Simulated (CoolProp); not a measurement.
Vapour-liquid equilibrium of C2F6 (R116) (1) + R143a (2) at 0.334 MPa; x and y are mole fractions of (1).

Computed with CoolProp (multi-fluid Helmholtz-energy mixture model, Lemmon 2006 and Lemmon and Jacobsen 2000; pair parameters Bell 2016).

| x | bubble temperature (K) | y at the bubble point | dew temperature at overall composition x (K) | liquid density (mol/L) |
|---|---|---|---|---|
| 0.05 | ? | 0.263 | 253.4 | ? |
| 0.15 | 236.9 | 0.543 | 250.6 | ? |
| 0.25 | 231.0 | ? | 247.5 | 12.65 |
| 0.35 | ? | 0.736 | 244.2 | 12.37 |
| 0.45 | 225.5 | 0.777 | 240.6 | 12.08 |
| 0.55 | 224.1 | 0.807 | 236.6 | 11.78 |
| 0.65 | ? | 0.833 | 232.0 | 11.51 |
| 0.75 | 222.1 | 0.863 | 226.9 | 11.25 |
| 0.85 | 221.3 | 0.901 | 222.5 | 11.03 |
| 0.95 | 220.7 | 0.959 | 220.8 | 10.84 |

Complete the blanks.


- 0.05, bubble temperature (K): 247.1
- 0.05, liquid density (mol/L): 12.94
- 0.15, liquid density (mol/L): 12.86
- 0.25, y at the bubble point: 0.670
- 0.35, bubble temperature (K): 227.6
- 0.65, bubble temperature (K): 223.1

No azeotrope shows between x = 0.05 and 0.95.

Pair parameters are fitted to limited data, so mixtures are less certain than the pure fluids.
